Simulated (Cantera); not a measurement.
A perfectly stirred reactor is fed with 18.9 % H2, 10.5 % O2, 70.5 % N2, equivalence ratio 0.90, at 13300 Pa; it is held at 1075 K, and followed from long to short residence time.

Model: GRI-Mech 3.0 (53 species, 325 reactions), integrated in Cantera. The temperature is held fixed by assumption; the heat of reaction is taken as removed at once.

x: mole fraction; the columns are a selection and need not sum to one.

```csv
τ (s),x H2,x O2,x N2O,x OH,x H2O,x NO
4.6,0.000476,0.0118,___,0.000130,0.209,1.38e-7
2.1,0.000787,0.0120,___,0.000170,0.208,2.08e-7
0.96,0.00129,0.0122,___,0.000221,0.208,3.24e-7
0.44,0.00207,0.0126,___,0.000288,0.206,5.06e-7
0.20,0.00329,0.0133,___,0.000374,0.205,7.74e-7
0.091,0.00511,0.0143,___,0.000484,0.202,1.13e-6
0.042,0.00767,0.0159,___,0.000622,0.198,1.56e-6
0.019,0.0113,0.0182,___,0.000797,0.192,2.03e-6
0.0087,0.0162,0.0215,___,0.00101,0.183,2.44e-6
```

Q: What belongs in the gaps?

A: 
- 4.6, x N2O: 3.66e-8
- 2.1, x N2O: 2.95e-8
- 0.96, x N2O: 2.37e-8
- 0.44, x N2O: 1.92e-8
- 0.20, x N2O: 1.56e-8
- 0.091, x N2O: 1.28e-8
- 0.042, x N2O: 1.08e-8
- 0.019, x N2O: 9.29e-9
- 0.0087, x N2O: 8.10e-9
